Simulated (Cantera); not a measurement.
Charge: 1 mol acetone, 0.94 mol H₂O, 0.68 mol N₂, 4.2 mol H₂.

Cantera equilibrium calculation (NASA polynomials, part measured and part estimated; ideal gas, pure solids and liquids). Candidate condensed phases: C, C₆H₆, C₇H₈, C₈H₁₈, H₂O; 136 gas species. The feed counts by its element totals alone. The ideal-gas law is rough above about 30 bar. Equilibrium is a limit: real reactors are often held back by kinetics, nucleation or transport.

Task: What condenses at these points (T in K, P in Pa): (998, 10000000); (1098, 320); (1398, 320); (998, 56000); (1198, 320000)?

Result: 
```tsv
T (K)	P in Pa	condensed phases	C condensed (%)
998	10000000	gas only	0.0
1098	320	C	35.3
1398	320	C	35.3
998	56000	C	36.7
1198	320000	C	30.4
```
